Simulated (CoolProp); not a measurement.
Properties of R22 at several states (Tc = 369.3 K, pc = 4990 kPa, ω = 0.221).

Model: reference Helmholtz-energy equation of state, Kamei 1995, in CoolProp.

| T (K) | p (kPa) | phase | speed of sound (m/s) | Joule-Thomson coefficient (K/MPa) | viscosity (µPa s) | conductivity (mW/(m K)) | fugacity coefficient |
|---|---|---|---|---|---|---|---|
| 326.4 | 31.6 | gas | 190.7 | 16.40 | 15.1 | 13.4 | 0.9967 |
| 240.2 | 308 | liquid | 815.0 | -0.3157 | 259 | 110 | 0.4508 |
| 298.3 | 10100 | liquid | 626.4 | -0.1427 | 149 | 90.9 | 0.1145 |

Viscosity comes from a separate model (Bell 2016), an estimate that may be off by 10 % or more. Thermal conductivity comes from a separate model (McLinden 2000), an estimate that may be off by 10 % or more.
